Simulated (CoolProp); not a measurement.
Vapour-liquid equilibrium of diethyl ether (1) + n-hexane (2) at 831 kPa; x and y are mole fractions of (1).

Values from CoolProp's multi-fluid Helmholtz-energy mixture model, Thol 2014 and Thol 2019; pair parameters Bell 2016.

```csv
x,"bubble temperature, mixture model (°C)","bubble temperature, Raoult's law (°C)","y, mixture model","y, Raoult's law"
0.05,151.3,151.7,0.101,0.110
0.125,146.1,146.9,0.233,0.254
0.2,141.6,142.5,0.344,0.375
0.275,137.5,138.5,0.440,0.479
0.35,133.8,134.7,0.524,0.568
0.425,130.5,131.3,0.599,0.645
0.5,127.4,128.0,0.666,0.712
0.575,124.5,125.0,0.728,0.771
0.65,121.8,122.1,0.784,0.823
0.725,119.2,119.4,0.836,0.869
0.8,116.8,116.9,0.885,0.910
0.875,114.5,114.5,0.931,0.947
0.95,112.2,112.2,0.973,0.980
```

The largest gap from Raoult's law is -1.0 K in bubble temperature, at x = 0.275. No azeotrope shows between x = 0.05 and 0.95.

Pair parameters are fitted to limited data, so mixtures are less certain than the pure fluids.
